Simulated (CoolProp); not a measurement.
Vapour-liquid equilibrium of n-hexane (1) + dimethyl carbonate (2) at 0.0487 MPa; x and y are mole fractions of (1).

Computed with CoolProp (multi-fluid Helmholtz-energy mixture model, Thol 2019 and Zhou 2011; pair parameters Bell 2016).

| x | bubble temperature, mixture model (°C) | bubble temperature, Raoult's law (°C) | y, mixture model | y, Raoult's law |
|---|---|---|---|---|
| 0.05 | 59.2 | 67.3 | 0.332 | 0.099 |
| 0.2 | 48.5 | 63.2 | 0.608 | 0.349 |
| 0.35 | 46.1 | 59.6 | 0.667 | 0.541 |
| 0.5 | 45.3 | 56.2 | … | 0.691 |
| 0.65 | … | 53.2 | 0.721 | 0.809 |
| 0.8 | … | 50.4 | … | 0.903 |
| 0.95 | … | 47.9 | 0.915 | 0.978 |

Q: What belongs in the gaps?

A: 
- 0.5, y, mixture model: 0.692
- 0.65, bubble temperature, mixture model (°C): 44.8
- 0.8, bubble temperature, mixture model (°C): 44.7
- 0.8, y, mixture model: 0.779
- 0.95, bubble temperature, mixture model (°C): 46.0

The largest gap from Raoult's law is -14.7 K in bubble temperature, at x = 0.2. y crosses x between x = 0.65 and 0.8: the model has an azeotrope there.

Pair parameters are fitted to limited data, so mixtures are less certain than the pure fluids.
